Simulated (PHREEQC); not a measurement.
Dissolve 1.8 mmol/kgw CsOH, 0.032 mmol/kgw CO2 and 7.9 mmol/kgw (CH3)4NCl at 50 °C. Closed to the air; pH follows from the charge balance.

Equilibrium calculation in PHREEQC: ion-association model, wateq4f.dat.

Question: The ionic strength comes out as 0.00972 mol/kgw. What activity coefficients do CO3-2, Cs+, HCO3-, OH-, Cl- get?

Answer: CO3-2 0.66, Cs+ 0.90, HCO3- 0.90, OH- 0.90, Cl- 0.90.

No solid was allowed to form. Species that the database lacks are ignored. (CH3)4N+ isn't in the database: it is added as a free cation with an ion size of 4 Å. Constants without temperature data keep their 25 °C values here.
